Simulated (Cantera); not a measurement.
Mixture: 3.69 % CH₄, 0.480 % C₂H₆, 20.2 % O₂, 75.7 % N₂, equivalence ratio 0.45, at 12.0 bar, adiabatic and at constant pressure. Ignition delay is the time to a rise of 400 K.

Cantera simulation using GRI-Mech 3.0 (53 species, 325 reactions); the numbers are that mechanism's predictions, not measurements. The pressure lies above the range GRI-Mech 3.0 was tuned for (to about 10 atm).

Predict: delay at 1150 K; delay at 1200 K; delay at 1250 K; delay at 1300 K; delay at 1350 K; delay at 1400 K; delay at 1450 K; apparent activation energy between 1350 and 1450 K.


```json
{
  "delay at 1150 K": "1.92 ms",
  "delay at 1200 K": "0.916 ms",
  "delay at 1250 K": "0.470 ms",
  "delay at 1300 K": "0.258 ms",
  "delay at 1350 K": "0.151 ms",
  "delay at 1400 K": "92.1 µs",
  "delay at 1450 K": "58.7 µs",
  "apparent activation energy between 1350 and 1450 K": "150 kJ/mol"
}
```
